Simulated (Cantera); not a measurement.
Charge: 1 mol NH3, 0.014 mol SO2, 44 mol N2, 0.036 mol H2O, equilibrated at 1373 K and 27.0 mbar.

These are equilibrium values from Cantera (NASA tables, ideal gas, pure condensed phases), not measurements of a reactor. Candidate condensed phases: H2O, H2SO4, S; 35 gas species. The numbers say what is thermodynamically allowed, not how fast it happens.

**Question.** What is the equilibrium state?

**Answer.** 
| Item | Result |
|---|---|
| x(N2) | 0.967 |
| x(H2) | 0.0317 |
| x(H2O) | 0.00139 |
| x(H2S) | 0.000222 |
| x(S2) | 3.58e-5 |
| x(SH) | 9.96e-6 |
| x(H) | 3.61e-6 |
| gas amount | 46.04 mol |
| log10 activity of S(l) (absent) | -4.07 |
